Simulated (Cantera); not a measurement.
Charge: 1 mol Si, 7.5 mol H2O, 83 mol CO, equilibrated at 475 °C and 1 atm.

Cantera equilibrium calculation (NASA polynomials, part measured and part estimated; ideal gas, pure solids and liquids). Candidate condensed phases: C, C6H6, C7H8, C8H18, H2O, Si, SiC, SiO2; 123 gas species. Kinetics and transport are ignored.

Base state: CO2 0.816, H2O 0.113, CO 0.0367, H2 0.0315, CH4 0.00333 (mole fractions); condensed: C(graphite) + SiO2(α-quartz).

### Question
What changes in the equilibrium state with this change: pressure from 1 atm to 2.00 bar?

### Answer
```csv
species,before,after
CO2,0.816,0.825
H2O,0.113,0.121
CO,0.0367,0.0262
H2,0.0315,0.0239
CH4,0.00333,0.00379
"C(graphite), mol",40.5,40.9
"SiO2(α-quartz), mol",1.00,1.00
```
